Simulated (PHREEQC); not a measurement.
A PHREEQC speciation (ion-association model, wateq4f.dat) at 55 °C gives pH 5.99 and these molalities:

```csv
species,mol/kgw
MnSO4,0.0980
SO4-2,0.0779
Mn+2,0.0720
Na+,0.0110
NaSO4-,0.00119
NiSO4,0.00105
Ni+2,0.000945
MnOH+,6.37e-6
HSO4-,5.45e-6
Ni(SO4)2-2,3.23e-6
H+,1.34e-6
NiOH+,3.18e-7
```

**Question.** What are the element totals, and what could have been dissolved in 1 kg of water to give them?

**Answer.** Several could match; the one computed here: totals Mn(2) 0.170, Na 0.0122, Ni 0.00200, S(6) 0.178 mol/kgw, from 0.002 mol NiSO4, 0.0061 mol Na2SO4 and 0.17 mol MnSO4 per kg of water.

Precipitation was switched off in this run. Complexes and solids missing from the database can't appear. Away from 25 °C the constants follow the database's enthalpies or fits; those with neither stay at their 25 °C values.
